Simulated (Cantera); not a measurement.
SiCl4 + HCl + N2 (silicon epitaxy and polysilicon growth)

A closed system holds: 1 mol SiCl4, 0.97 mol HCl, 38 mol N2, held at 1125 K and 41000 Pa.

Equilibrium computed with Cantera from the NASA thermochemical tables; the gas is ideal and each condensed phase is pure. Candidate condensed phases: NH4Cl, Si, Si3N4; 28 gas species. The numbers say what is thermodynamically allowed, not how fast it happens.

```yaml
x(N2): 0.951
x(SiCl4): 0.0250
x(HCl): 0.0243
x(Cl): 1.97e-6
x(SiCl3): 1.54e-6
gas_amount: 39.97 mol
log10 activity of Si(s) (absent): -12.27
```
